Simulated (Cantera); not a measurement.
Ignition delay

Mixture: 12.5 % CH4, 17.9 % O2, 67.3 % N2, 2.26 % H2O, at 3530 Torr, adiabatic and at constant pressure. Ignition delay is the time to a rise of 400 K.

Model: GRI-Mech 3.0 (53 species, 325 reactions), integrated in Cantera.

```tsv
T0 (K)	delay (ms)
1298	3.94
1348	2.22
1398	1.27
1448	0.745
1498	0.444
1548	0.270
1598	0.168
1648	0.107
1698	0.0698
```

```json
{
  "apparent activation energy between 1598 and 1698 K": "200 kJ/mol"
}
```
